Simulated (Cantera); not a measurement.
A Cantera script and what it prints.

```python
import numpy as np
import cantera as ct

gas_names = """
    Electron AL AL+ AL- ALN ALO ALO+ ALO- ALO2 ALO2- AL2 AL2O AL2O+ AL2O2 AL2O2+ N N+ N- NO NO+ NO2 NO2-
    NO3 NO3- N2 N2+ N2- N2O N2O+ O O+ O- O2 O2+ O2- O3
""".split()
cond_names = """
    AL(cr) AL(L) ALN(s) AL2O3(a) AL2O3(L)
""".split()


# ... load() reads the species with a 1 bar reference pressure and builds the phases ...
atoms = {
    'Al2O3': {'AL': 2, 'O': 3},
    'N2': {'N': 2},
}
top_T = {'ALN(s)': 2750}  # K; cautious upper limits of use, not melting points


# ... equilibrate(T, P, feed) seeds the gas with the atoms and calls Mixture.equilibrate('TP', solver="vcs", rtol=1e-11, max_steps=5000) ...
results = []
feed = {'Al2O3': 1, 'N2': 1.8}  # mol
P = 1333.22  # Pa
for T in [3000, 3500, 4000, 4500, 5000]:
    mix = equilibrate(T, P, feed)
    results.append((T, P, feed, dict(zip(mix.species_names, mix.species_moles))))
    x = sorted(zip(gas.X, gas.species_names), reverse=True)
    print(f"T = {T:g} K  P = {P:g} Pa  gas = {mix.phase_moles(0):.4g} mol")
    print("   x: " + "  ".join(f"{s} {v:.3e}" for v, s in x if v > 0.0001))
    print("   condensed (mol): " + ("  ".join(f"{mix.phase(i).name} {mix.phase_moles(i):.4g}"
          for i in range(1, mix.n_phases) if mix.phase_moles(i) > 1e-12) or "none"))
```

It prints:

```
T = 3000 K  P = 1333.22 Pa  gas = 2.274 mol
   x: N2 7.868e-01  O 9.123e-02  AL 4.632e-02  ALO 4.289e-02  AL2O 1.319e-02  NO 9.684e-03  O2 8.655e-03  AL2O2 7.014e-04  AL+ 1.569e-04  ALO2 1.184e-04  Electron 1.102e-04  N 1.070e-04
   condensed (mol): AL2O3(L) 0.8666
T = 3500 K  P = 1333.22 Pa  gas = 6.343 mol
   x: O 3.894e-01  N2 2.785e-01  AL 2.520e-01  ALO 5.328e-02  NO 9.491e-03  O2 8.316e-03  AL2O 3.876e-03  AL+ 1.987e-03  Electron 1.892e-03  N 1.013e-03
   condensed (mol): none
T = 4000 K  P = 1333.22 Pa  gas = 6.809 mol
   x: O 4.262e-01  AL 2.781e-01  N2 2.580e-01  AL+ 8.310e-03  Electron 8.298e-03  N 7.808e-03  ALO 7.237e-03  NO 4.876e-03  O2 1.093e-03
   condensed (mol): none
T = 4500 K  P = 1333.22 Pa  gas = 7.086 mol
   x: O 4.192e-01  AL 2.568e-01  N2 2.339e-01  N 3.770e-02  AL+ 2.423e-02  Electron 2.422e-02  NO 2.602e-03  ALO 1.209e-03  O2 1.893e-04
   condensed (mol): none
T = 5000 K  P = 1333.22 Pa  gas = 7.663 mol
   x: O 3.898e-01  AL 2.071e-01  N2 1.743e-01  N 1.199e-01  AL+ 5.362e-02  Electron 5.362e-02  NO 1.329e-03  ALO 2.349e-04
   condensed (mol): none
```

Equilibrium computed with Cantera from the NASA thermochemical tables; the gas is ideal and each condensed phase is pure.
